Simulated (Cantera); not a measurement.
Input: 1 mol MgO, 77 mol HCl, 0.075 mol O2, equilibrated at 0.000930 bar.

Equilibrium computed with Cantera from the NASA thermochemical tables; the gas is ideal and each condensed phase is pure. Candidate condensed phases: H2O, Mg, MgCl2, MgO, Mg(OH)2; 22 gas species. Condensed phases not in the tables: MgOHCl. Equilibrium is a limit: real reactors are often held back by kinetics, nucleation or transport.

x: gas mole fraction; n: condensed amount in mol.

```json
[
 {"T (K)": "850", "x HCl": "0.995", "x Cl": "4.02e-5", "x H2": "2.79e-10", "x H2O": "0.00231", "x MgCl2": "0.000362", "x H": "<1e-12", "x Cl2": "0.00193", "n MgO(s)": "0.972"},
 {"T (K)": "950", "x HCl": "0.992", "x Cl": "0.000248", "x H2": "4.84e-9", "x H2O": "0.00385", "x MgCl2": "0.00190", "x H": "___", "x Cl2": "0.00182", "n MgO(s)": "0.854"},
 {"T (K)": "1050", "x HCl": "0.985", "x Cl": "0.000988", "x H2": "5.84e-8", "x H2O": "0.00748", "x MgCl2": "0.00554", "x H": "___", "x Cl2": "0.00145", "n MgO(s)": "0.574"},
 {"T (K)": "1150", "x HCl": "0.971", "x Cl": "0.00242", "x H2": "7.48e-7", "x H2O": "0.0140", "x MgCl2": "0.0121", "x H": "___", "x Cl2": "0.000723", "n MgO(s)": "0.0705"},
 {"T (K)": "1250", "x HCl": "0.968", "x Cl": "0.00353", "x H2": "1.38e-5", "x H2O": "0.0149", "x MgCl2": "0.0130", "x H": "___", "x Cl2": "0.000190", "n MgO(s)": "0"},
 {"T (K)": "1350", "x HCl": "0.968", "x Cl": "0.00424", "x H2": "0.000221", "x H2O": "0.0149", "x MgCl2": "0.0130", "x H": "___", "x Cl2": "4.59e-5", "n MgO(s)": "0"},
 {"T (K)": "1450", "x HCl": "0.964", "x Cl": "0.00658", "x H2": "0.00137", "x H2O": "0.0149", "x MgCl2": "0.0129", "x H": "___", "x Cl2": "2.37e-5", "n MgO(s)": "0"},
 {"T (K)": "1550", "x HCl": "0.956", "x Cl": "0.0122", "x H2": "0.00416", "x H2O": "0.0148", "x MgCl2": "0.0129", "x H": "___", "x Cl2": "2.12e-5", "n MgO(s)": "0"},
 {"T (K)": "1650", "x HCl": "0.940", "x Cl": "0.0227", "x H2": "0.00933", "x H2O": "0.0147", "x MgCl2": "0.0128", "x H": "___", "x Cl2": "2.24e-5", "n MgO(s)": "0"},
 {"T (K)": "1750", "x HCl": "0.914", "x Cl": "0.0403", "x H2": "0.0178", "x H2O": "0.0146", "x MgCl2": "0.0127", "x H": "___", "x Cl2": "2.45e-5", "n MgO(s)": "0"},
 {"T (K)": "1850", "x HCl": "0.872", "x Cl": "0.0673", "x H2": "0.0303", "x H2O": "0.0143", "x MgCl2": "0.0125", "x H": "___", "x Cl2": "2.67e-5", "n MgO(s)": "0"}
]
```

Question: Complete the blanks.

Answer: 
- 950, x H: 1.27e-12
- 1050, x H: 6.43e-11
- 1150, x H: 2.12e-9
- 1250, x H: 5.89e-8
- 1350, x H: 1.16e-6
- 1450, x H: 1.15e-5
- 1550, x H: 6.66e-5
- 1650, x H: 0.000288
- 1750, x H: 0.00102
- 1850, x H: 0.00307
